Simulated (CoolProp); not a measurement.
Model: reference Helmholtz-energy equation of state, Gao 2022, in CoolProp.

Problem. For n-perfluoropentane, give the phase and the Joule-Thomson coefficient (K/MPa), expansivity (1/kK) at 443.6 K and 2.96 MPa; 457.7 K and 2.96 MPa.

Solution. 
- 443.6 K and 2.96 MPa: supercritical; Joule-Thomson coefficient 12.0, expansivity 37.5
- 457.7 K and 2.96 MPa: supercritical; Joule-Thomson coefficient 10.8, expansivity 17.1
